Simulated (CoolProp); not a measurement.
Ethanol along the isobar 26.5 MPa: Z from the reference equation and from simpler models built on Tc = 514.7 K, pc = 6.268 MPa, ω = 0.644; each cubic takes its own stable root.

Values from CoolProp's reference Helmholtz-energy equation of state, Schroeder 2014.

```tsv
T (K)	phase	reference	van der Waals	Redlich-Kwong	Soave-Redlich-Kwong	Peng-Robinson
371.6	liquid	0.5286	0.9358	0.6691	0.6306	0.5612
382.3	liquid	0.5204	0.9184	0.6600	0.6221	0.5535
393.1	liquid	0.5130	0.9022	0.6518	0.6147	0.5469
403.8	liquid	0.5066	0.8873	0.6446	0.6085	0.5414
414.6	liquid	0.5011	0.8733	0.6383	0.6035	0.5369
425.3	liquid	0.4965	0.8604	0.6329	0.5996	0.5336
436.1	liquid	0.4928	0.8484	0.6282	0.5969	0.5314
446.8	liquid	0.4900	0.8373	0.6244	0.5955	0.5303
457.6	liquid	0.4881	0.8270	0.6214	0.5952	0.5305
468.3	liquid	0.4870	0.8177	0.6191	0.5964	0.5319
479.1	liquid	0.4868	0.8090	0.6177	0.5989	0.5347
489.9	liquid	0.4875	0.8011	0.6169	0.6029	0.5391
500.6	liquid	0.4892	0.7939	0.6170	0.6084	0.5449
511.4	liquid	0.4919	0.7874	0.6178	0.6157	0.5525
522.1	supercritical	0.4958	0.7816	0.6194	0.6246	0.5618
```
